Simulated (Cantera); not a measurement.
Reactions in the system H-S

Source: NASA polynomial tables (part measured, part estimated), evaluated in Cantera. Values are per mole of reaction as written; species without (g) are pure solids or liquids, kept so even where they would boil at 1 bar.

H₂(g) = 2 H(g)

```json
[
 {"T (K)": "300", "ΔH° (kJ)": "436.0", "ΔS° (J/K)": "98.8", "ΔG° (kJ)": "406.4", "log10 K": "-70.75"},
 {"T (K)": "598", "ΔH° (kJ)": "439.7", "ΔS° (J/K)": "107.4", "ΔG° (kJ)": "375.5", "log10 K": "-32.80"},
 {"T (K)": "648", "ΔH° (kJ)": "440.3", "ΔS° (J/K)": "108.3", "ΔG° (kJ)": "370.1", "log10 K": "-29.83"},
 {"T (K)": "698", "ΔH° (kJ)": "440.9", "ΔS° (J/K)": "109.3", "ΔG° (kJ)": "364.7", "log10 K": "-27.29"},
 {"T (K)": "748", "ΔH° (kJ)": "441.5", "ΔS° (J/K)": "110.1", "ΔG° (kJ)": "359.2", "log10 K": "-25.08"},
 {"T (K)": "798", "ΔH° (kJ)": "442.1", "ΔS° (J/K)": "110.9", "ΔG° (kJ)": "353.7", "log10 K": "-23.15"},
 {"T (K)": "848", "ΔH° (kJ)": "442.7", "ΔS° (J/K)": "111.6", "ΔG° (kJ)": "348.1", "log10 K": "-21.44"},
 {"T (K)": "898", "ΔH° (kJ)": "443.3", "ΔS° (J/K)": "112.3", "ΔG° (kJ)": "342.5", "log10 K": "-19.92"},
 {"T (K)": "948", "ΔH° (kJ)": "443.9", "ΔS° (J/K)": "112.9", "ΔG° (kJ)": "336.9", "log10 K": "-18.56"},
 {"T (K)": "998", "ΔH° (kJ)": "444.5", "ΔS° (J/K)": "113.5", "ΔG° (kJ)": "331.2", "log10 K": "-17.33"},
 {"T (K)": "1048", "ΔH° (kJ)": "445.0", "ΔS° (J/K)": "114.0", "ΔG° (kJ)": "325.5", "log10 K": "-16.22"}
]
```

H₂S(g) = 2 H(g) + S

```json
[
 {"T (K)": "300", "ΔH° (kJ)": "456.6", "ΔS° (J/K)": "55.9", "ΔG° (kJ)": "439.8", "log10 K": "-76.57", "condensed phases": "S(s)"},
 {"T (K)": "598", "ΔH° (kJ)": "470.4", "ΔS° (J/K)": "87.9", "ΔG° (kJ)": "417.8", "log10 K": "-36.50", "condensed phases": "S(l)"},
 {"T (K)": "648", "ΔH° (kJ)": "472.2", "ΔS° (J/K)": "90.9", "ΔG° (kJ)": "413.3", "log10 K": "-33.32", "condensed phases": "S(l)"},
 {"T (K)": "698", "ΔH° (kJ)": "473.9", "ΔS° (J/K)": "93.3", "ΔG° (kJ)": "408.7", "log10 K": "-30.59", "condensed phases": "S(l)"},
 {"T (K)": "748", "ΔH° (kJ)": "475.4", "ΔS° (J/K)": "95.4", "ΔG° (kJ)": "404.0", "log10 K": "-28.21", "condensed phases": "S(l)"},
 {"T (K)": "798", "ΔH° (kJ)": "476.9", "ΔS° (J/K)": "97.4", "ΔG° (kJ)": "399.2", "log10 K": "-26.13", "condensed phases": "S(l)"},
 {"T (K)": "848", "ΔH° (kJ)": "478.4", "ΔS° (J/K)": "99.2", "ΔG° (kJ)": "394.3", "log10 K": "-24.29", "condensed phases": "S(l)"},
 {"T (K)": "898", "ΔH° (kJ)": "480.0", "ΔS° (J/K)": "101.0", "ΔG° (kJ)": "389.3", "log10 K": "-22.64", "condensed phases": "S(l)"},
 {"T (K)": "948", "ΔH° (kJ)": "481.6", "ΔS° (J/K)": "102.7", "ΔG° (kJ)": "384.2", "log10 K": "-21.17", "condensed phases": "S(l)"},
 {"T (K)": "998", "ΔH° (kJ)": "483.0", "ΔS° (J/K)": "104.2", "ΔG° (kJ)": "379.0", "log10 K": "-19.84", "condensed phases": "S(l)"},
 {"T (K)": "1048", "ΔH° (kJ)": "484.4", "ΔS° (J/K)": "105.6", "ΔG° (kJ)": "373.8", "log10 K": "-18.63", "condensed phases": "S(l)"}
]
```
